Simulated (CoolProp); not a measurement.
Model: reference Helmholtz-energy equation of state, Lemmon 2006, in CoolProp. It is a short technical equation, of lower accuracy than the large ones.

Q: For C3F8 (R218), give the phase and the cp (kJ/(kg K)), Joule-Thomson coefficient (K/MPa), viscosity (µPa s) at 149.9 K and 2.75 MPa; 162.1 K and 1.05 MPa; 320.9 K and 0.187 MPa.

A: 
- 149.9 K and 2.75 MPa: liquid; cp 0.818, Joule-Thomson coefficient -0.464, viscosity 3750
- 162.1 K and 1.05 MPa: liquid; cp 0.836, Joule-Thomson coefficient -0.446, viscosity 2340
- 320.9 K and 0.187 MPa: gas; cp 0.835, Joule-Thomson coefficient 10.1, viscosity 13.3

Viscosity comes from a separate model (Huber 2003), an estimate that may be off by 10 % or more.
